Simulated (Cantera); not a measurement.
A Cantera script and what it prints.

```python
import numpy as np
import cantera as ct

gas_names = """
    C CH CH2 CH3 CH2OH CH3O CH4 CH3OH CO CO2 COOH C2 C2H CHCO,ketyl C2H2,acetylene C2H2,vinylidene
    CH2CO,ketene C2H3,vinyl CH3CO,acetyl C2H4 C2H4O,ethylen CH3CHO,ethanal CH3COOH (HCOOH)2 C2H5 C2H6
    CH3OCH3 C2H5OH C2O C3 C3H3,propargyl C3H4,allene C3H4,propyne C3H4,cyclo- C3H5,allyl C3H6,propylene
    C3H6,cyclo- C3H6O C3H7,n-propyl C3H7,i-propyl C3H8 C3H8O,1propanol C3H8O,2propanol C3O2 C4 C4H2
    C4H4,1,3-cyclo- C4H6,butadiene C4H6,2-butyne C4H6,cyclo- C4H8,1-butene C4H8,cis2-buten
    C4H8,tr2-butene C4H8,isobutene C4H8,cyclo- (CH3COOH)2 C4H9,n-butyl C4H9,i-butyl C4H9,s-butyl
    C4H9,t-butyl C4H10,isobutane C4H10,n-butane C5 C5H6,1,3cyclo- C5H8,cyclo- C5H10,1-pentene
    C5H10,cyclo- C5H11,pentyl C5H11,t-pentyl C5H12,n-pentane C5H12,i-pentane CH3C(CH3)2CH3 C6H2
    C6H5,phenyl C6H5O,phenoxy C6H6 C6H5OH,phenol C6H10,cyclo- C6H12,1-hexene C6H12,cyclo- C6H13,n-hexyl
    C7H7,benzyl C7H8 C7H8O,cresol C7H14,1-heptene C7H15,n-heptyl C7H16,n-heptane C8H8,styrene
    C8H10,ethylbenz C8H16,1-octene C8H17,n-octyl C8H18,isooctane C8H18,n-octane C9H19,n-nonyl
    C10H8,naphthale C10H21,n-decyl C12H9,o-bipheny C12H10,bipheny H HCO HO2 H2 HCHO,formaldehy HCOOH H2O
    H2O2 O OH O2 O3
""".split()
cond_names = """
    C(gr) C6H6(L) C7H8(L) C8H18(L),n-octa H2O(s) H2O(L)
""".split()


def load(file, names, dense=False):
    # The tables refer to 1 bar. Condensed volumes are neglected.
    table = {s.name: s for s in ct.Species.list_from_file(file)}
    out = []
    for n in names:
        d = dict(table[n].input_data)
        d["thermo"] = dict(d["thermo"], **{"reference-pressure": 1e5})
        if dense:
            d["equation-of-state"] = {"model": "constant-volume", "density": "1e6 g/cm^3"}
        out.append(ct.Species.from_dict(d))
    return out


gas = ct.Solution(thermo="ideal-gas", species=load("nasa_gas.yaml", gas_names))
cond = {s.name: ct.Solution(thermo="fixed-stoichiometry", species=[s], name=s.name)
        for s in load("nasa_condensed.yaml", cond_names, dense=True)}
atoms = {
    'CH4': {'C': 1, 'H': 4},
    'CO2': {'C': 1, 'O': 2},
    'H2': {'H': 2},
}
top_T = {'C(gr)': 4500}  # K; cautious upper limits of use, not melting points


def equilibrate(T, P, feed):
    n = {}
    for name, mol in feed.items():
        for a, k in atoms[name].items():
            n[a] = n.get(a, 0.0) + k * mol
    gas.TPX = T, P, n
    mass = sum(n.values()) * gas.mean_molecular_weight
    gas.equilibrate("TP")
    valid = [c for c in cond.values() if c.min_temp <= T <= top_T.get(c.name, c.max_temp)]
    mix = ct.Mixture([(gas, mass / gas.mean_molecular_weight)] + [(c, 0.0) for c in valid])
    mix.T, mix.P = T, P
    mix.equilibrate("TP", solver="vcs", rtol=1e-11, max_steps=5000)
    return mix


results = []
T = 2075  # K
P = 610000  # Pa
for m in [0.12, 0.16, 0.22, 0.3, 0.41, 0.56, 0.76, 1, 1.4, 2, 2.7, 3.7]:
    feed = {'CH4': 1, 'CO2': m, 'H2': 0.62}  # mol
    mix = equilibrate(T, P, feed)
    results.append((T, P, feed, dict(zip(mix.species_names, mix.species_moles))))
    x = sorted(zip(gas.X, gas.species_names), reverse=True)
    print(f"T = {T:g} K  P = {P:g} Pa  n(CO2) = {m:g} mol  gas = {mix.phase_moles(0):.4g} mol")
    print("   x: " + "  ".join(f"{s} {v:.3e}" for v, s in x if v > 1e-05))
    print("   condensed (mol): " + ("  ".join(f"{mix.phase(i).name} {mix.phase_moles(i):.4g}"
          for i in range(1, mix.n_phases) if mix.phase_moles(i) > 1e-12) or "none"))
```

It prints:

```
T = 2075 K  P = 610000 Pa  n(CO2) = 0.12 mol  gas = 2.856 mol
   x: H2 9.120e-01  CO 8.399e-02  CH4 1.778e-03  C2H2,acetylene 1.132e-03  H 1.030e-03  H2O 4.108e-05  CH3 3.930e-05  C2H4 2.831e-05
   condensed (mol): C(gr) 0.8683
T = 2075 K  P = 610000 Pa  n(CO2) = 0.16 mol  gas = 2.936 mol
   x: H2 8.872e-01  CO 1.089e-01  CH4 1.683e-03  C2H2,acetylene 1.101e-03  H 1.016e-03  H2O 5.184e-05  CH3 3.771e-05  C2H4 2.679e-05
   condensed (mol): C(gr) 0.8285
T = 2075 K  P = 610000 Pa  n(CO2) = 0.22 mol  gas = 3.056 mol
   x: H2 8.524e-01  CO 1.439e-01  CH4 1.553e-03  C2H2,acetylene 1.058e-03  H 9.957e-04  H2O 6.579e-05  CH3 3.551e-05  C2H4 2.473e-05
   condensed (mol): C(gr) 0.7687
T = 2075 K  P = 610000 Pa  n(CO2) = 0.3 mol  gas = 3.217 mol
   x: H2 8.100e-01  CO 1.864e-01  CH4 1.403e-03  C2H2,acetylene 1.005e-03  H 9.706e-04  H2O 8.101e-05  CH3 3.290e-05  C2H4 2.233e-05
   condensed (mol): C(gr) 0.689
T = 2075 K  P = 610000 Pa  n(CO2) = 0.41 mol  gas = 3.437 mol
   x: H2 7.583e-01  CO 2.385e-01  CH4 1.229e-03  C2H2,acetylene 9.408e-04  H 9.391e-04  H2O 9.700e-05  CH3 2.980e-05  C2H4 1.957e-05
   condensed (mol): C(gr) 0.5794
T = 2075 K  P = 610000 Pa  n(CO2) = 0.56 mol  gas = 3.737 mol
   x: H2 6.975e-01  CO 2.996e-01  CH4 1.040e-03  H 9.007e-04  C2H2,acetylene 8.654e-04  H2O 1.121e-04  CH3 2.629e-05  C2H4 1.656e-05
   condensed (mol): C(gr) 0.4299
T = 2075 K  P = 610000 Pa  n(CO2) = 0.76 mol  gas = 4.138 mol
   x: H2 6.301e-01  CO 3.672e-01  H 8.561e-04  CH4 8.489e-04  C2H2,acetylene 7.818e-04  H2O 1.241e-04  CH3 2.257e-05  CO2 1.490e-05  C2H4 1.352e-05
   condensed (mol): C(gr) 0.2304
T = 2075 K  P = 610000 Pa  n(CO2) = 1 mol  gas = 4.619 mol
   x: H2 5.659e-01  CO 4.325e-01  H 8.113e-04  H2O 3.704e-04  CH4 2.426e-04  C2H2,acetylene 8.820e-05  CO2 5.834e-05
   condensed (mol): none
T = 2075 K  P = 610000 Pa  n(CO2) = 1.4 mol  gas = 5.022 mol
   x: CO 4.641e-01  H2 4.555e-01  H2O 6.582e-02  CO2 1.382e-02  H 7.279e-04  OH 1.200e-05
   condensed (mol): none
T = 2075 K  P = 610000 Pa  n(CO2) = 2 mol  gas = 5.622 mol
   x: CO 4.918e-01  H2 3.297e-01  H2O 1.360e-01  CO2 4.181e-02  H 6.192e-04  OH 2.916e-05
   condensed (mol): none
T = 2075 K  P = 610000 Pa  n(CO2) = 2.7 mol  gas = 6.322 mol
   x: CO 5.016e-01  H2 2.289e-01  H2O 1.852e-01  CO2 8.363e-02  H 5.160e-04  OH 4.765e-05
   condensed (mol): none
T = 2075 K  P = 610000 Pa  n(CO2) = 3.7 mol  gas = 7.322 mol
   x: CO 4.889e-01  H2O 2.157e-01  CO2 1.530e-01  H2 1.419e-01  H 4.063e-04  OH 7.045e-05
   condensed (mol): none
```

These are equilibrium values from Cantera (NASA tables, ideal gas, pure condensed phases), not measurements of a reactor.
